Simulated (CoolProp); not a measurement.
Saturation properties of chlorine (Tc = 143.7 °C, pc = 7.642 MPa, ω = 0.070).

Computed with CoolProp (reference Helmholtz-energy equation of state, Thol 2021).

```tsv
T (°C)	p (MPa)	enthalpy of vaporisation (kJ/kg)	vapour Z
10.05	0.5053	259.1	0.9196
17.65	0.6321	(withheld)	0.9066
25.35	0.7832	247.7	0.8922
33.05	0.9592	241.4	(withheld)
40.75	1.162	234.9	0.8597
48.35	1.392	228.0	0.8418
56.05	1.656	220.6	0.8223
63.75	1.954	212.8	0.8014
71.35	2.283	204.5	0.7792
79.05	(withheld)	195.5	0.7551
86.75	(withheld)	185.9	0.7291
94.45	3.522	175.4	0.7009
102.05	(withheld)	164.0	0.6705
```

Problem. Fill in the missing entries.

Solution. 
- 17.65, enthalpy of vaporisation (kJ/kg): 253.6
- 33.05, vapour Z: 0.8766
- 79.05, p (MPa): 2.655
- 86.75, p (MPa): 3.067
- 102.05, p (MPa): 4.015

It boils at -34.0 °C under 1 atm.
